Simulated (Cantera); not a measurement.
A perfectly stirred reactor is fed with 2.14 % C₃H₈, 19.8 % O₂, 74.6 % N₂, 3.43 % H₂O, at 4.93 atm; it is adiabatic with a 500 K inlet, and is followed from long to short residence time, starting on the burning branch (τ in s: 0.04, 0.012, 0.0038, 0.0012, 0.00036, 0.00011, 3.4e-05, 1e-05, 3.2e-06).

Model: GRI-Mech 3.0 (53 species, 325 reactions), integrated in Cantera. GRI-Mech 3.0 was tuned for natural gas; its chemistry of propane as a main component is partial and can be far from experiment.

Question: Predict: blow-out, bracketed by the residence times tried; x(C₃H₈) at τ = 40.0 ms; x(O₂) at τ = 40.0 ms; x(H₂) at τ = 40.0 ms; x(CO) at τ = 40.0 ms; x(HCO) at τ = 40.0 ms; x(C₃H₈) at τ = 0.360 ms; x(O₂) at τ = 0.360 ms; x(H₂) at τ = 0.360 ms; x(CO) at τ = 0.360 ms; x(HCO) at τ = 0.360 ms.

Answer: 
```
Item                                                                             Value
------------------------------------------------  ------------------------------------
blow-out, bracketed by the residence times tried  burning at 0.360 ms, out at 0.110 ms
x(C₃H₈) at τ = 40.0 ms                                                         1.45e-6
x(O₂) at τ = 40.0 ms                                                            0.0894
x(H₂) at τ = 40.0 ms                                                           2.50e-5
x(CO) at τ = 40.0 ms                                                          0.000252
x(HCO) at τ = 40.0 ms                                                          6.46e-9
x(C₃H₈) at τ = 0.360 ms                                                        5.23e-5
x(O₂) at τ = 0.360 ms                                                           0.0938
x(H₂) at τ = 0.360 ms                                                         0.000550
x(CO) at τ = 0.360 ms                                                          0.00794
x(HCO) at τ = 0.360 ms                                                         9.25e-7
```
